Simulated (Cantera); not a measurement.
What does this Cantera script print?

```python
import numpy as np
import cantera as ct

gas_names = [...]  # 113 gases of nasa_gas.yaml made of C, H, O, Ti
cond_names = """
    C(gr) C6H6(L) C7H8(L) C8H18(L),n-octa H2O(s) H2O(L) Ti(a) Ti(b) Ti(L) TiC(s) TiC(L) TiO(a) TiO(b)
    TiO(L) TiO2(ru) TiO2(L) Ti2O3(a) Ti2O3(b) Ti2O3(L) Ti3O5(a) Ti3O5(b) Ti3O5(L) Ti4O7(s) Ti4O7(L)
""".split()


# ... load() reads the species with a 1 bar reference pressure and builds the phases ...
atoms = {
    'Ti(OiPr)4': {'Ti': 1, 'C': 12, 'H': 28, 'O': 4},
    'CH4': {'C': 1, 'H': 4},
    'H2': {'H': 2},
}
top_T = {'C(gr)': 4500}  # K; cautious upper limits of use, not melting points


# ... equilibrate(T, P, feed) seeds the gas with the atoms and calls Mixture.equilibrate('TP', solver="vcs", rtol=1e-11, max_steps=5000) ...
results = []
feed = {'Ti(OiPr)4': 1, 'CH4': 3.3, 'H2': 6.1}  # mol
T = 1425  # K
P = 190  # Pa
mix = equilibrate(T, P, feed)
results.append((T, P, feed, dict(zip(mix.species_names, mix.species_moles))))
print(gas.report(threshold=0.001))
for i in range(1, mix.n_phases):
    print(f"{mix.phase(i).name:16s} {mix.phase_moles(i):12.5e} mol")
```

Result:

```
       temperature   1425 K
          pressure   190 Pa
           density   8.6638e-05 kg/m^3
  mean mol. weight   5.4026 kg/kmol
   phase of matter   gas

                          1 kg             1 kmol
                     ---------------   ---------------
          enthalpy        3.6729e+06        1.9843e+07  J
   internal energy        1.4798e+06        7.9949e+06  J
           entropy             44720         2.416e+05  J/K
    Gibbs function       -6.0053e+07       -3.2444e+08  J
 heat capacity c_p            6001.4             32423  J/K
 heat capacity c_v            4462.4             24109  J/K

                      mass frac. Y      mole frac. X     chem. pot. / RT
                     ---------------   ---------------   ---------------
                CO           0.67546           0.13028           -44.238
                H2           0.32448           0.86956            -24.86
     [ +111 minor]        6.0675e-05        0.00015513

C(gr)             1.02997e+01 mol
Ti(b)             0.00000e+00 mol
TiC(s)            1.00000e+00 mol
TiO(b)            0.00000e+00 mol
TiO2(ru)          0.00000e+00 mol
Ti2O3(b)          0.00000e+00 mol
Ti3O5(b)          0.00000e+00 mol
Ti4O7(s)          0.00000e+00 mol
```

Equilibrium computed with Cantera from the NASA thermochemical tables; the gas is ideal and each condensed phase is pure. The feed counts by its element totals alone. TiC: taken at fixed stoichiometry.
